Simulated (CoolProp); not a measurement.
A single-stage vapour-compression cycle with the fluid: evaporating at 283.15 K (dew point), condensing at 336.15 K (bubble point), superheat 8 K, subcooling 2 K, compressor efficiency 0.7, no pressure losses. The same conditions are run with several fluids, on thermodynamics alone (safety and materials aside).

Values from CoolProp's reference Helmholtz-energy equation of state of each fluid (cis-2-butene: Lemmon 2005; hydrogen sulfide: Lemmon 2006; isohexane: Lemmon 2006; n-perfluorobutane: Gao 2022; chloromethane (R40): Thol 2014; R123: Younglove 1994).

| fluid | cooling COP | pressure ratio | discharge temperature (K) | refrigerating effect (kJ/kg) | volumetric capacity (kJ/m³) |
|---|---|---|---|---|---|
| cis-2-butene | 3.07 | 4.88 | 362.4 | 302 | 937 |
| hydrogen sulfide | 2.70 | 3.37 | 426.0 | 336 | 7400 |
| isohexane | 3.02 | 7.58 | 341.9 | 253 | 133 |
| n-perfluorobutane | 2.08 | 4.84 | 336.1 | 40.8 | 686 |
| chloromethane (R40) | 3.03 | 4.19 | 416.5 | 314 | 2570 |
| R123 | 3.08 | 6.16 | 356.7 | 130 | 426 |

The compression ends wet for: n-perfluorobutane.
